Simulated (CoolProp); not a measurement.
Saturation properties of dimethyl carbonate (Tc = 557.0 K, pc = 4.909 MPa, ω = 0.346).

The numbers come from the reference Helmholtz-energy equation of state, Zhou 2011 in CoolProp.

```json
[
 {"T (K)": "322.4", "p (MPa)": "0.02254", "vapour density (kg/m³)": "0.7646", "enthalpy of vaporisation (kJ/kg)": "403.2", "liquid cp (kJ/(kg K))": "1.870"},
 {"T (K)": "333.2", "p (MPa)": "0.03502", "vapour density (kg/m³)": "1.154", "enthalpy of vaporisation (kJ/kg)": "396.1", "liquid cp (kJ/(kg K))": "1.891"},
 {"T (K)": "344", "p (MPa)": "0.05263", "vapour density (kg/m³)": "1.688", "enthalpy of vaporisation (kJ/kg)": "388.8", "liquid cp (kJ/(kg K))": "1.913"},
 {"T (K)": "354.8", "p (MPa)": "0.07680", "vapour density (kg/m³)": "2.402", "enthalpy of vaporisation (kJ/kg)": "381.5", "liquid cp (kJ/(kg K))": "1.938"},
 {"T (K)": "365.6", "p (MPa)": "0.1091", "vapour density (kg/m³)": "3.336", "enthalpy of vaporisation (kJ/kg)": "374.0", "liquid cp (kJ/(kg K))": "1.964"},
 {"T (K)": "376.4", "p (MPa)": "0.1514", "vapour density (kg/m³)": "4.534", "enthalpy of vaporisation (kJ/kg)": "366.3", "liquid cp (kJ/(kg K))": "1.992"},
 {"T (K)": "387.1", "p (MPa)": "0.2050", "vapour density (kg/m³)": "6.030", "enthalpy of vaporisation (kJ/kg)": "358.5", "liquid cp (kJ/(kg K))": "2.022"},
 {"T (K)": "397.9", "p (MPa)": "0.2731", "vapour density (kg/m³)": "7.908", "enthalpy of vaporisation (kJ/kg)": "350.3", "liquid cp (kJ/(kg K))": "2.053"},
 {"T (K)": "408.7", "p (MPa)": "0.3575", "vapour density (kg/m³)": "10.22", "enthalpy of vaporisation (kJ/kg)": "341.8", "liquid cp (kJ/(kg K))": "2.086"},
 {"T (K)": "419.5", "p (MPa)": "0.4607", "vapour density (kg/m³)": "13.03", "enthalpy of vaporisation (kJ/kg)": "333.0", "liquid cp (kJ/(kg K))": "2.121"},
 {"T (K)": "430.3", "p (MPa)": "0.5852", "vapour density (kg/m³)": "16.43", "enthalpy of vaporisation (kJ/kg)": "323.7", "liquid cp (kJ/(kg K))": "2.158"},
 {"T (K)": "441.1", "p (MPa)": "0.7338", "vapour density (kg/m³)": "20.53", "enthalpy of vaporisation (kJ/kg)": "313.8", "liquid cp (kJ/(kg K))": "2.198"},
 {"T (K)": "451.9", "p (MPa)": "0.9094", "vapour density (kg/m³)": "25.43", "enthalpy of vaporisation (kJ/kg)": "303.4", "liquid cp (kJ/(kg K))": "2.242"},
 {"T (K)": "462.7", "p (MPa)": "1.115", "vapour density (kg/m³)": "31.30", "enthalpy of vaporisation (kJ/kg)": "292.3", "liquid cp (kJ/(kg K))": "2.292"},
 {"T (K)": "473.5", "p (MPa)": "1.355", "vapour density (kg/m³)": "38.33", "enthalpy of vaporisation (kJ/kg)": "280.3", "liquid cp (kJ/(kg K))": "2.351"}
]
```

It boils at 363.3 K under 1 atm.
